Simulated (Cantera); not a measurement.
## Moist CO burnout

An isothermal, constant-pressure homogeneous reactor starts with 0.995 % CO, 8.50 % O₂, 0.0244 % H₂O, 90.5 % N₂, at 1425 K and 2.00 bar.

Cantera simulation using GRI-Mech 3.0 (53 species, 325 reactions); the numbers are that mechanism's predictions, not measurements.

| t (s) | x CO | x O₂ | x H₂O | x H | x OH |
|---|---|---|---|---|---|
| 4.00e-6 | 0.00995 | 0.0850 | 0.000244 | <1e-12 | 1.51e-11 |
| 2.00e-5 | 0.00995 | 0.0850 | 0.000244 | 1.40e-11 | 2.10e-10 |
| 0.000100 | 0.00995 | 0.0850 | 0.000244 | 2.94e-10 | 4.03e-9 |
| 0.000504 | 0.00995 | 0.0850 | 0.000244 | 8.18e-9 | 1.09e-7 |
| 0.00252 | 0.00831 | 0.0839 | 0.000216 | 8.74e-6 | 4.21e-5 |
| 0.0126 | 0.000905 | 0.0808 | 0.000233 | 9.05e-7 | 2.28e-5 |
| 0.0634 | 3.58e-5 | 0.0805 | 0.000242 | 1.36e-8 | 6.19e-6 |
| 0.318 | 5.70e-7 | 0.0805 | 0.000245 | 2.46e-10 | 1.75e-6 |
| 1.59 | 3.76e-8 | 0.0805 | 0.000245 | 9.76e-11 | 1.29e-6 |
| 7.98 | 3.76e-8 | 0.0805 | 0.000245 | 9.76e-11 | 1.29e-6 |
| 40.0 | 3.76e-8 | 0.0805 | 0.000245 | 9.76e-11 | 1.29e-6 |
x: mole fraction; the columns are a selection and need not sum to one.

Equilibrium at this temperature and pressure: CO 3.76e-8, O₂ 0.0802, H₂O 0.000245, H 9.78e-11, OH 1.29e-6 (gas phase only).
